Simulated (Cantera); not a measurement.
Charge: 1 mol SiH2Cl2, 1800 mol H2, at 190 Pa.

These are equilibrium values from Cantera (NASA tables, ideal gas, pure condensed phases), not measurements of a reactor. Candidate condensed phases: Si; 19 gas species. Kinetics and transport are ignored.

Task: At 2048 K, list the 6 most abundant gas species with their mole fractions, and the condensed phases.

Result: H2 0.948, H 0.0500, HCl 0.00104, Si 0.000525, Cl 4.06e-5, SiH 1.35e-5. Condensed: gas only.
